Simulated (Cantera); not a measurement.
An isothermal, constant-pressure homogeneous reactor starts with 32.0 % H₂, 68.0 % O₂, at 1300 K and 0.00390 bar.

Detailed kinetics in Cantera: GRI-Mech 3.0 (53 species, 325 reactions). Radical loss at walls, strong at low pressure, is not modelled. The temperature is held fixed by assumption; the heat of reaction is taken as removed at once.

x: mole fraction; the columns are a selection and need not sum to one.

| t (s) | x H₂ | x O₂ | x H₂O | x H₂O₂ | x OH | x HO₂ | x O |
|---|---|---|---|---|---|---|---|
| 2.00e-6 | 0.320 | 0.680 | <1e-12 | <1e-12 | 4.78e-12 | 6.69e-10 | 4.82e-12 |
| 1.23e-5 | 0.320 | 0.680 | 2.28e-11 | <1e-12 | 1.62e-10 | 4.10e-9 | 1.71e-10 |
| 7.52e-5 | 0.320 | 0.680 | 3.75e-9 | 1.61e-11 | 4.04e-9 | 2.51e-8 | 5.06e-9 |
| 0.000461 | 0.320 | 0.680 | … | 5.96e-10 | … | … | … |
| 0.00283 | 0.0428 | 0.529 | 0.204 | 1.41e-7 | 0.0207 | 2.17e-6 | 0.0777 |
| 0.0173 | 0.0206 | 0.519 | 0.240 | 1.11e-7 | 0.0172 | 2.32e-6 | 0.0901 |
| 0.106 | 0.0133 | 0.566 | 0.310 | 1.56e-7 | 0.0145 | 2.81e-6 | 0.0493 |
| 0.652 | … | 0.616 | 0.377 | … | … | … | … |
| 4.00 | 2.30e-5 | 0.619 | 0.380 | 1.21e-8 | 0.000627 | 9.37e-8 | 7.60e-5 |

Task: Fill in the missing entries.

Result: 
- 0.000461, x H₂O: 7.35e-7
- 0.000461, x OH: 1.78e-7
- 0.000461, x HO₂: 1.54e-7
- 0.000461, x O: 2.63e-7
- 0.652, x H₂: 0.000779
- 0.652, x H₂O₂: 8.53e-8
- 0.652, x OH: 0.00363
- 0.652, x HO₂: 1.35e-6
- 0.652, x O: 0.00257
